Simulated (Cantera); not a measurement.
# Premixed flame

A freely propagating, adiabatic, planar premixed flame of H₂ : O₂ : N₂ = 1 : 0.769 : 2.89 (molar parts), unburnt at 350 K and 3.30 bar; mixture-averaged transport, grid criteria slope 0.08 and curve 0.16, no radiation.

Model: the H2/O2 subset of GRI-Mech 3.0, which has no nitrogen chemistry, integrated in Cantera. The hydrogen kinetics of GRI-Mech 3.0 are dated; newer H2 mechanisms differ, most at raised pressure. Burning velocities carry a grid error of a few per cent, more on coarse grids. Lean hydrogen flames are cellular in practice and burn faster than this planar one.

```
z (mm)   T (K)  u (m/s)      x H₂    x O₂      x OH       x O     x HO₂     x H₂O
-------  -----  -------  --------  ------  --------  --------  --------  --------
-0.311     350    0.884     0.213   0.165     <1e-8     <1e-8   1.80e-8   4.32e-6
-0.207     351    0.883     0.210   0.166     <1e-8     <1e-8   1.47e-7   3.21e-5
-0.155     354    0.883     0.203   0.167     <1e-8     <1e-8   1.05e-6  0.000198
-0.104     373    0.912     0.184   0.171     <1e-8   5.72e-8   1.30e-5   0.00191
-0.0518    575     1.34     0.128   0.170   1.76e-5   6.84e-6  0.000409    0.0288
-0.0259    915     2.09    0.0873   0.151  0.000441  0.000203  0.000588    0.0773
0         1281     2.91    0.0484   0.120   0.00180   0.00152  0.000306     0.138
0.0259    1528     3.47    0.0225  0.0926   0.00439   0.00325  0.000168     0.183
0.0518    1667     3.78    0.0111  0.0790   0.00633   0.00371  0.000105     0.204
0.104     1798     4.06   0.00467  0.0714   0.00686   0.00269   5.35e-5     0.218
0.207     1879     4.24   0.00186  0.0696   0.00508   0.00114   2.15e-5     0.226
0.414     1913     4.31  0.000580  0.0695   0.00302  0.000359   7.20e-6     0.230
0.828     1925     4.33  0.000175  0.0698   0.00175  0.000115   2.83e-6     0.231
```
x: mole fraction of selected species; z is measured from the peak of heat release.

The laminar burning velocity is 88.5 cm/s and the thermal thickness is 0.104 mm. The peak x(OH) comes out as 0.00699 and the peak x(O) comes out as 0.00372. The peak x(HO₂) is 0.000660. The grid points is 114.
